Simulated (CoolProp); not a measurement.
Vapour pressure (kPa) of tetrahydrofuran: the reference equation beside estimates from Tc = 267.0 °C, pc = 5304 kPa, ω = 0.234.

The numbers come from the reference Helmholtz-energy equation of state, Fiedler 2023 in CoolProp.

```
T (°C)  reference  van der Waals  Redlich-Kwong
------  ---------  -------------  -------------
10.35       10.93          203.2          22.87
43.95       46.88          405.6          85.98
77.45       145.1          714.7          236.8
111.05      359.7           1153          529.7
144.55      756.2           1734           1019
178.15       1416           2477           1762
211.65       2428           3391           2803
245.25       3933           4489           4195
```

Absolute difference from the reference over all 8 rows, mean and median: van der Waals 424.4 and 174.9 %, Redlich-Kwong 48.0 and 41.0 %.
